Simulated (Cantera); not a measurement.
An isothermal, constant-pressure homogeneous reactor starts with NH₃ : N₂ = 1 : 11 (molar parts), at 1875 K and 10.5 Torr.

Model: the gas-phase N/H chemistry of the illustrative SiF4/NH3 mechanism in the Surface Chemkin manual (1991), integrated in Cantera. Walls and surfaces, which speed up NH3 decomposition in real reactors, are not modelled.

Task: Predict: x(NH₃) at 30.0 s; x(N₂) at 30.0 s; x(NH₂) at 30.0 s; x(H₂) at 30.0 s; x(N) at 30.0 s; x(H) at 30.0 s.

Result: 
* **x(NH₃) at 30.0 s**: 0.000418 (gas-phase equilibrium 1.27e-8)
* **x(N₂) at 30.0 s**: 0.885 (gas-phase equilibrium 0.884)
* **x(NH₂) at 30.0 s**: 4.47e-6 (gas-phase equilibrium 5.80e-10)
* **x(H₂) at 30.0 s**: 0.115 (gas-phase equilibrium 0.114)
* **x(N) at 30.0 s**: 4.37e-7 (gas-phase equilibrium 1.04e-9)
* **x(H) at 30.0 s**: 0.000443 (gas-phase equilibrium 0.00189)
